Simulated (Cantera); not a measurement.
A perfectly stirred reactor is fed with C₂H₆ : N₂ = 1 : 1.3 (molar parts), at 0.263 Torr; it is held at 1873 K, and followed from long to short residence time.

Cantera simulation using GRI-Mech 3.0 (53 species, 325 reactions); the numbers are that mechanism's predictions, not measurements. GRI-Mech 3.0 stops at C3 and has no aromatics, soot or wall deposition, so with more carbon than oxygen in the feed, carbon stays in small species such as C2H2 where larger ones or solid carbon would form. Radical loss at walls, strong at low pressure, is not modelled.

**Question.** What does this change do: temperature 1873 to 1825 K?

**Answer.** 
| quantity | before | after |
|---|---|---|
| x(C₂H₆) at τ = 0.650 s | 0.000757 | 0.00104 |
| x(HCN) at τ = 0.650 s | 2.52e-5 | 1.60e-5 |
| x(H) at τ = 0.650 s | 0.00503 | 0.00432 |
| x(CH₃) at τ = 0.650 s | 0.0144 | 0.0147 |
| x(C₂H) at τ = 0.650 s | 3.15e-5 | 2.25e-5 |
| x(C₂H₆) at τ = 22.0 ms | 0.0214 | 0.0290 |
| x(HCN) at τ = 22.0 ms | 4.08e-6 | 2.62e-6 |
| x(H) at τ = 22.0 ms | 0.00570 | 0.00473 |
| x(CH₃) at τ = 22.0 ms | 0.0755 | 0.0748 |
| x(C₂H) at τ = 22.0 ms | 3.35e-5 | 2.20e-5 |
